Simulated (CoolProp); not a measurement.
Vapour-liquid equilibrium of R143a (1) + R152A (2) at -32.85 °C; x and y are mole fractions of (1).

Values from CoolProp's multi-fluid Helmholtz-energy mixture model, Lemmon and Jacobsen 2000 and Outcalt 1996; pair parameters Bell 2016.

```
x      bubble pressure (bar)  y at the bubble point  dew pressure at overall composition x (bar)  liquid density (mol/L)
-----  ---------------------  ---------------------  -------------------------------------------  ----------------------
0.05                  0.7605                  0.153                                       0.7002              (withheld)
0.125                 0.8802                  0.320                                       0.7430                   15.29
0.2                   0.9902             (withheld)                                       0.7909                   15.11
0.275                  1.093                  0.533                                       0.8449                   14.94
0.35              (withheld)                  0.608                                       0.9059                   14.77
0.425                  1.280                  0.672                                       0.9753                   14.60
0.5                    1.368                  0.727                                   (withheld)                   14.44
0.575             (withheld)                  0.776                                        1.145                   14.27
0.65                   1.535                  0.820                                   (withheld)                   14.11
0.725                  1.617                  0.862                                        1.365                   13.96
0.8               (withheld)                  0.902                                        1.497                   13.80
0.875                  1.779                  0.939                                        1.643                   13.65
0.95                   1.859                  0.976                                        1.802                   13.50
```

Task: Fill in the missing entries.

Result: 
- 0.05, liquid density (mol/L): 15.46
- 0.2, y at the bubble point: 0.440
- 0.35, bubble pressure (bar): 1.189
- 0.5, dew pressure at overall composition x (bar): 1.054
- 0.575, bubble pressure (bar): 1.452
- 0.65, dew pressure at overall composition x (bar): 1.248
- 0.8, bubble pressure (bar): 1.698

No azeotrope shows between x = 0.05 and 0.95.

The pair parameters rest on a limited set of measurements; away from them the model extrapolates.
